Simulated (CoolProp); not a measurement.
A Linde-Hampson liquefier for oxygen: isothermal reversible compression at 280 K from 1 atm to 25 MPa, throttling to 1 atm, return gas leaving the recuperator 5 K below the feed. Each further row changes one setting.

Values from CoolProp's reference Helmholtz-energy equation of state, Schmidt 1985.

```json
[
 {"case": "as stated", "liquid yield per pass": "?", "compression work (kJ/kg of gas)": "390"},
 {"case": "high pressure 50 MPa", "liquid yield per pass": "?", "compression work (kJ/kg of gas)": "?"},
 {"case": "warm-end temperature 310 K", "liquid yield per pass": "0.102", "compression work (kJ/kg of gas)": "?"},
 {"case": "warm-end gap 10 K", "liquid yield per pass": "?", "compression work (kJ/kg of gas)": "390"}
]
```

**Question.** What belongs in the gaps?

**Answer.** 
- as stated, liquid yield per pass: 0.139
- high pressure 50 MPa, liquid yield per pass: 0.183
- high pressure 50 MPa, compression work (kJ/kg of gas): 441
- warm-end temperature 310 K, compression work (kJ/kg of gas): 437
- warm-end gap 10 K, liquid yield per pass: 0.129

Above 300 K oxygen's equation is extrapolated.
